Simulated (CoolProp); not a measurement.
Model: reference Helmholtz-energy equation of state, Setzmann 1991, in CoolProp.

Task: Give the vapour pressure (bar), vapour density (kg/m³), surface tension (mN/m), vapour viscosity (µPa s) of saturated methane at 102.2, 118.2, 134.3 K.

Result: 
```
T (K)  p (bar)  vapour density (kg/m³)  surface tension (mN/m)  vapour viscosity (µPa s)
-----  -------  ----------------------  ----------------------  ------------------------
102.2    0.430                   0.828                    14.8                      3.85
118.2     1.68                    2.89                    11.7                      4.51
134.3     4.72                    7.57                    8.60                      5.17
```

Viscosity comes from a separate model (Quiñones-Cisneros 2006). Surface tension comes from a separate correlation (Mulero 2012).
